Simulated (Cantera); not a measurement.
What does this Cantera script print?

```python
import numpy as np
import cantera as ct

gas_names = [...]  # 118 gases of nasa_gas.yaml made of C, Cl, F, H
cond_names = """
    C(gr) C6H6(L) C7H8(L) C8H18(L),n-octa
""".split()


# ... load() reads the species with a 1 bar reference pressure and builds the phases ...
atoms = {
    'CH3Cl': {'C': 1, 'H': 3, 'CL': 1},
    'F2': {'F': 2},
    'H2': {'H': 2},
}
top_T = {'C(gr)': 4500}  # K; cautious upper limits of use, not melting points


# ... equilibrate(T, P, feed) seeds the gas with the atoms and calls Mixture.equilibrate('TP', solver="vcs", rtol=1e-11, max_steps=5000) ...
results = []
T = 3000  # K
P = 2400  # Pa
for m in [0.051, 0.065, 0.083, 0.11, 0.13, 0.17, 0.22, 0.28]:
    feed = {'CH3Cl': 1, 'F2': m, 'H2': 0.66}  # mol
    mix = equilibrate(T, P, feed)
    results.append((T, P, feed, dict(zip(mix.species_names, mix.species_moles))))

top = {s: max(r[3][s] / sum(r[3][g] for g in gas_names) for r in results) for s in gas_names}
cols = sorted((s for s in top if top[s] > 0.001), key=lambda s: -top[s])[:6]
seen = [c for c in cond_names if any(r[3].get(c, 0) > 1e-12 for r in results)]
print("log10 of partial pressures in bar; condensed amounts in mol")
print(f"{'n(F2)':>10s}" + "".join(f"{s[:9]:>10s}" for s in cols + seen))
for T, P, feed, n in results:
    ng = sum(n[g] for g in gas_names)
    print(f"{feed['F2']:10.4g}" + "".join(f"{np.log10(max(n[s] / ng * P / 1e5, 1e-99)):10.3f}" for s in cols)
          + "".join(f"{n.get(c, 0):10.4g}" for c in seen))
```

Output:

```
log10 of partial pressures in bar; condensed amounts in mol
     n(F2)         H        H2        CL        HF       HCL C2H2,acet     C(gr)
     0.051    -1.943    -2.283    -2.451    -3.225    -2.624    -3.489    0.6587
     0.065    -1.946    -2.289    -2.451    -3.121    -2.627    -3.495    0.6594
     0.083    -1.950    -2.296    -2.451    -3.017    -2.630    -3.502    0.6604
      0.11    -1.955    -2.307    -2.451    -2.897    -2.636    -3.513    0.6618
      0.13    -1.959    -2.315    -2.451    -2.826    -2.640    -3.521    0.6629
      0.17    -1.968    -2.332    -2.451    -2.713    -2.649    -3.538     0.665
      0.22    -1.978    -2.353    -2.452    -2.606    -2.660    -3.559    0.6676
      0.28    -1.991    -2.379    -2.452    -2.506    -2.673    -3.585    0.6707
```

Cantera equilibrium calculation (NASA polynomials, part measured and part estimated; ideal gas, pure solids and liquids). The tables' values for CCl are old estimates; treat these amounts as uncertain.
